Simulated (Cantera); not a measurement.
SiCl4 + H2 (chlorosilane synthesis and conversion)

Charge: 1 mol SiCl4, 4.2 mol H2, equilibrated at 0.340 bar.

These are equilibrium values from Cantera (NASA tables, ideal gas, pure condensed phases), not measurements of a reactor. Candidate condensed phases: Si; 19 gas species. The tables' values for SiCl3 are old estimates; treat these amounts as uncertain. Kinetics and transport are ignored.

| T (K) | x H2 | x SiCl4 | x HCl | x SiHCl3 | x SiH2Cl2 | x SiCl3 | x SiCl2 |
|---|---|---|---|---|---|---|---|
| 548 | 0.807 | 0.191 | 0.00105 | 0.00105 | 2.42e-7 | 8.26e-10 | <1e-12 |
| 598 | 0.806 | 0.190 | 0.00201 | 0.00200 | 1.05e-6 | 1.13e-8 | <1e-12 |
| 648 | 0.804 | 0.189 | 0.00345 | 0.00344 | 3.61e-6 | 1.03e-7 | 3.72e-11 |
| 698 | 0.802 | 0.187 | 0.00545 | 0.00543 | 1.03e-5 | 6.79e-7 | 8.35e-10 |
| 748 | 0.800 | 0.184 | 0.00807 | 0.00802 | 2.55e-5 | 3.47e-6 | 1.23e-8 |
| 798 | 0.796 | 0.181 | 0.0113 | 0.0112 | 5.58e-5 | 1.43e-5 | 1.28e-7 |
| 848 | 0.792 | 0.177 | 0.0152 | 0.0150 | 0.000111 | 4.98e-5 | 1.01e-6 |
| 898 | 0.788 | 0.173 | 0.0197 | 0.0192 | 0.000201 | 0.000149 | 6.25e-6 |
x: gas mole fraction; nothing condenses.

From 548 K to 898 K nothing is condensed. The main Si-bearing gas is SiCl4 throughout.
